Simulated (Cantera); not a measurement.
Charge: 1 mol SiH2Cl2, 4.8 mol N2, at 10000 Pa.

Cantera equilibrium calculation (NASA polynomials, part measured and part estimated; ideal gas, pure solids and liquids). Candidate condensed phases: NH4Cl, Si, Si3N4; 28 gas species. N2 is the only nitrogen source here; it is nearly inert below about 1500 K, so the nitride shown seldom forms there in practice. Equilibrium is a limit: real reactors are often held back by kinetics, nucleation or transport.

Problem. What share of the Si ends up in condensed phases as a function of T (°C), at 525, 575, 625, 675, 725, 775, 825, 875, 925, 975, 1025, 1075, 1125, 1175?

Solution. 
```
T (°C)  Si condensed (%)        as
------  ----------------  --------
525                 74.0  Si3N4(s)
575                 75.1  Si3N4(s)
625                 76.1  Si3N4(s)
675                 76.9  Si3N4(s)
725                 77.7  Si3N4(s)
775                 78.3  Si3N4(s)
825                 78.9  Si3N4(s)
875                 79.4  Si3N4(s)
925                 79.8  Si3N4(s)
975                 80.1  Si3N4(s)
1025                80.2  Si3N4(s)
1075                79.9  Si3N4(s)
1125                79.1  Si3N4(s)
1175                77.3  Si3N4(s)
```
